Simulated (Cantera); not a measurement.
Charge: 1 mol Pb, 0.61 mol N2, equilibrated at 3.70 mbar.

These are equilibrium values from Cantera (NASA tables, ideal gas, pure condensed phases), not measurements of a reactor. Candidate condensed phases: Pb; 4 gas species. The numbers say what is thermodynamically allowed, not how fast it happens.

Question: Which condensed phases are stable at each of these points (T (°C)): 850, 875, 900, 925, 950, 975, 1000, 1025, 1050, 1075, 1100?

Answer: 
```json
[
 {"T (°C)": "850", "condensed phases": "Pb(l)", "Pb condensed (%)": "96.8"},
 {"T (°C)": "875", "condensed phases": "Pb(l)", "Pb condensed (%)": "95.0"},
 {"T (°C)": "900", "condensed phases": "Pb(l)", "Pb condensed (%)": "92.2"},
 {"T (°C)": "925", "condensed phases": "Pb(l)", "Pb condensed (%)": "87.6"},
 {"T (°C)": "950", "condensed phases": "Pb(l)", "Pb condensed (%)": "80.2"},
 {"T (°C)": "975", "condensed phases": "Pb(l)", "Pb condensed (%)": "66.9"},
 {"T (°C)": "1000", "condensed phases": "Pb(l)", "Pb condensed (%)": "39.9"},
 {"T (°C)": "1025", "condensed phases": "gas only", "Pb condensed (%)": "0.0"},
 {"T (°C)": "1050", "condensed phases": "gas only", "Pb condensed (%)": "0.0"},
 {"T (°C)": "1075", "condensed phases": "gas only", "Pb condensed (%)": "0.0"},
 {"T (°C)": "1100", "condensed phases": "gas only", "Pb condensed (%)": "0.0"}
]
```

From 850 °C to 1000 °C the condensed part is Pb(l). From 1025 °C to 1100 °C nothing is condensed.
